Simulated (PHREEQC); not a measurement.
NH3 is added in steps, without added water, to 1 kg of water holding 0.0011 mol/kgw KH2PO4, 0.0007 mol/kgw HF and 5.4e-05 mol/kgw H4SiO4, at 22 °C. Oxygen is held at 0.21 atm. The system is closed to CO2. The run lets SiO2(a) precipitate or redissolve, and no other solid.

Base run: PHREEQC, ion-association model, phreeqc.dat. Each further column changes one thing. The table gives HF (mol/kgw).

```
NH3 added (mol)      base  all activity coefficients set to 1  database wateq4f.dat  Debye-Hückel limiting law  metal-ligand complexes left out
---------------  --------  ----------------------------------  --------------------  -------------------------  -------------------------------
0                0.000241                                   …              0.000241                   0.000241                         0.000241
0.00029          0.000157                            0.000163              0.000157                   0.000156                         0.000157
0.0005075         7.99e-5                             8.33e-5               7.99e-5                    7.96e-5                          7.99e-5
0.0007975         6.80e-7                                   …               6.80e-7                    6.86e-7                          6.79e-7
0.001087          1.26e-7                             1.14e-7               1.26e-7                    1.28e-7                          1.26e-7
0.001305          5.78e-8                             5.18e-8               5.78e-8                    5.85e-8                          5.77e-8
0.001595          1.91e-8                             1.74e-8               1.91e-8                    1.93e-8                          1.91e-8
0.001813          6.51e-9                                   …               6.52e-9                    6.54e-9                          6.50e-9
0.002103          2.15e-9                                   …               2.15e-9                    2.15e-9                          2.15e-9
0.002393          1.19e-9                                   …               1.20e-9                    1.19e-9                          1.19e-9
0.00261          8.88e-10                            9.45e-10              8.90e-10                   8.85e-10                         8.88e-10
0.0029           6.62e-10                            7.06e-10              6.63e-10                   6.59e-10                         6.62e-10
```

**Question.** Some entries are withheld; supply them.

**Answer.** 
- 0, all activity coefficients set to 1: 0.000250
- 0.0007975, all activity coefficients set to 1: 6.20e-7
- 0.001813, all activity coefficients set to 1: 6.36e-9
- 0.002103, all activity coefficients set to 1: 2.25e-9
- 0.002393, all activity coefficients set to 1: 1.27e-9

SiF6-2 is the database's only silicon fluoride. H3PO4, which wateq4f.dat lacks, is added to it with the constant of phreeqc.dat. phreeqc.dat and wateq4f.dat share most of their constants, so their agreement is no independent check. Solids allowed in the column 'database wateq4f.dat': Quartz.
